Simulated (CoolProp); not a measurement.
Vapour-liquid equilibrium of R125 (1) + propylene (2) at 28.15 °C; x and y are mole fractions of (1).

Computed with CoolProp (multi-fluid Helmholtz-energy mixture model, Lemmon 2005 and Lemmon 2013; pair parameters Bell 2016).

```tsv
x	bubble pressure, mixture model (bar)	bubble pressure, Raoult's law (bar)	y, mixture model	y, Raoult's law
0.05	13.41	12.60	0.098	0.059
0.15	14.83	12.85	0.239	0.175
0.25	15.81	13.10	0.340	0.286
0.35	16.47	13.35	0.421	0.392
0.45	16.88	13.59	0.494	0.495
0.55	17.08	13.84	0.564	0.594
0.65	17.07	14.09	0.636	0.690
0.75	16.84	14.34	0.717	0.782
0.85	16.34	14.59	0.811	0.872
0.95	15.52	14.83	0.929	0.958
```

The largest gap from Raoult's law is +24.2 % in bubble pressure, at x = 0.45. y crosses x between x = 0.55 and 0.65: the model has an azeotrope there.

Pair parameters are fitted to limited data, so mixtures are less certain than the pure fluids.
